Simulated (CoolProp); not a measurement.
Vapour-liquid equilibrium of cyclohexane (1) + toluene (2) at 434.1 K; x and y are mole fractions of (1).

Computed with CoolProp (multi-fluid Helmholtz-energy mixture model, Zhou 2014 and Lemmon 2006; pair parameters Bell 2016).

| x | bubble pressure (bar) | y at the bubble point | dew pressure at overall composition x (bar) | liquid density (mol/L) |
|---|---|---|---|---|
| 0.05 | 3.735 | 0.102 | 3.615 | 7.841 |
| 0.15 | 4.168 | 0.268 | 3.853 | 7.797 |
| 0.25 | 4.569 | 0.399 | 4.118 | 7.753 |
| 0.35 | 4.941 | 0.507 | 4.413 | 7.710 |
| 0.45 | 5.286 | 0.600 | 4.739 | 7.669 |
| 0.55 | 5.608 | 0.682 | 5.096 | 7.630 |
| 0.65 | 5.911 | 0.757 | 5.481 | 7.594 |
| 0.75 | 6.196 | 0.828 | 5.882 | 7.560 |
| 0.85 | 6.466 | 0.896 | 6.285 | 7.529 |
| 0.95 | 6.722 | 0.965 | 6.668 | 7.503 |

No azeotrope shows between x = 0.05 and 0.95.

The pair parameters rest on a limited set of measurements; away from them the model extrapolates.
